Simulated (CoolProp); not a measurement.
Computed with CoolProp (reference Helmholtz-energy equation of state, Setzmann 1991).

Problem. Give the vapour pressure (bar), vapour density (kg/m³), enthalpy of vaporisation (kJ/kg), surface tension (mN/m) of saturated methane at -151.15, -142.95 °C.

Solution. 
```tsv
T (°C)	p (bar)	vapour density (kg/m³)	enthalpy of vaporisation (kJ/kg)	surface tension (mN/m)
-151.15	2.20	3.71	490	10.9
-142.95	3.72	6.05	472	9.37
```

Surface tension comes from a separate correlation (Mulero 2012).
